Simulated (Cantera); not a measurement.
An isothermal, constant-pressure homogeneous reactor starts with C2H6 : H2 = 1 : 1.1 (molar parts), at 1350 K and 0.00158 atm. Integrator tolerance rtol = 1e-08.

Model: GRI-Mech 3.0 (53 species, 325 reactions), integrated in Cantera. GRI-Mech 3.0 stops at C3 and has no aromatics, soot or wall deposition, so with more carbon than oxygen in the feed, carbon stays in small species such as C2H2 where larger ones or solid carbon would form. Radical loss at walls, strong at low pressure, is not modelled.

Q: What does this change do: pressure from 0.00158 atm to 0.553 atm?

A: 
| quantity | before | after |
|---|---|---|
| x(C2H6) at 1.00 s | 8.96e-5 (gas-phase equilibrium 1.63e-8) | 0.000673 (gas-phase equilibrium 0.000415) |
| x(H2) at 1.00 s | 0.541 (gas-phase equilibrium 0.754) | 0.608 (gas-phase equilibrium 0.491) |
| x(H) at 1.00 s | 2.71e-5 (gas-phase equilibrium 5.21e-5) | 5.57e-6 (gas-phase equilibrium 2.25e-6) |
| x(C2H4) at 1.00 s | 0.114 (gas-phase equilibrium 0.000438) | 0.0718 (gas-phase equilibrium 0.0490) |
| x(CH2) at 1.00 s | 7.18e-9 (gas-phase equilibrium 1.67e-10) | 1.98e-10 (gas-phase equilibrium 9.43e-11) |
| x(C2H) at 1.00 s | 3.12e-9 (gas-phase equilibrium 1.12e-8) | 8.84e-10 (gas-phase equilibrium 3.65e-10) |
| x(CH3) at 1.00 s | 0.000246 (gas-phase equilibrium 3.62e-6) | 3.19e-5 (gas-phase equilibrium 3.09e-5) |
